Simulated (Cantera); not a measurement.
Standard-state values (1 bar) from the NASA 1993 polynomials, evaluated with Cantera. Values are per mole of reaction as written; species without (g) are pure solids or liquids, kept so even where they would boil at 1 bar. VN: taken at fixed stoichiometry.

V + 3 H₂(g) + 2 NO(g) → VO₂(g) + 2 NH₃(g)

| T (K) | ΔH° (kJ) | ΔS° (J/K) | ΔG° (kJ) | log10 K |
|---|---|---|---|---|
| 450 | -514.8 | -212.8 | -419.0 | 48.64 |
| 550 | [?] | [?] | [?] | [?] |
| 650 | [?] | [?] | [?] | [?] |
| 750 | [?] | [?] | [?] | [?] |
| 850 | -528.1 | -234.6 | -328.6 | 20.20 |

What belongs in the gaps?


- 550, ΔH° (kJ): -519.0
- 550, ΔS° (J/K): -221.2
- 550, ΔG° (kJ): -397.3
- 550, log10 K: 37.73
- 650, ΔH° (kJ): -522.5
- 650, ΔS° (J/K): -227.1
- 650, ΔG° (kJ): -374.9
- 650, log10 K: 30.12
- 750, ΔH° (kJ): -525.4
- 750, ΔS° (J/K): -231.3
- 750, ΔG° (kJ): -351.9
- 750, log10 K: 24.51
